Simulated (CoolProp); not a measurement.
R1224YDZ along the isotherm 453.2 K: fugacity coefficient from the reference equation and from simpler models built on Tc = 428.7 K, pc = 3.334 MPa, ω = 0.325; each cubic takes its own stable root.

Computed with CoolProp (reference Helmholtz-energy equation of state, Akasaka 2023).

| p (MPa) | phase | reference |
|---|---|---|
| 0.0527 | gas | 0.9955 |
| 0.0937 | gas | 0.9920 |
| 0.167 | gas | 0.9858 |
| 0.296 | gas | 0.9749 |
| 0.527 | gas | 0.9554 |
| 0.937 | gas | 0.9213 |
| 1.67 | gas | 0.8613 |
| 2.96 | gas | 0.7586 |
| 5.27 | supercritical | 0.5749 |
| 9.37 | supercritical | 0.3953 |
| 16.7 | supercritical | 0.3000 |

Q: How far does each simpler model (Redlich-Kwong, Soave-Redlich-Kwong, Peng-Robinson) lie from the reference over these 11 states: mean and median of the absolute difference, and the worst?

A: 
- Redlich-Kwong: mean 0.8 %, median 0.2 %, worst +5.0 % at 453.2 K and 16.7 MPa
- Soave-Redlich-Kwong: mean 1.9 %, median 0.2 %, worst +11.1 % at 453.2 K and 16.7 MPa
- Peng-Robinson: mean 0.8 %, median 0.5 %, worst -2.3 % at 453.2 K and 2.96 MPa
